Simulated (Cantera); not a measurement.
A closed system holds: 1 mol Pb, 2.3 mol H₂, 21 mol N₂, 2 mol CO, at 500 °C and 4.80 bar.

These are equilibrium values from Cantera (NASA tables, ideal gas, pure condensed phases), not measurements of a reactor. Candidate condensed phases: C, C₆H₆, C₇H₈, C₈H₁₈, H₂O, Pb, PbO, PbO₂, Pb₃O₄; 139 gas species. The numbers say what is thermodynamically allowed, not how fast it happens.

Base state: N₂ 0.889, H₂ 0.0357, H₂O 0.0356, CO₂ 0.0223, CH₄ 0.0129, CO 0.00438, NH₃ 0.000121 (mole fractions); condensed: C(graphite) + Pb(l).

Task: What changes in the equilibrium state with this change: CO from 2 to 0.036 mol?

Result: 
```csv
species,before,after
N₂,0.889,0.903
H₂,0.0357,0.0935
CH₄,0.0129,0.00155
H₂O,0.0356,0.00155
CO₂,0.0223,1.07e-7
CO,0.00438,1.27e-6
NH₃,0.000121,0.000516
"C(graphite), mol",1.06,0
"Pb(l), mol",1.00,1.00
```
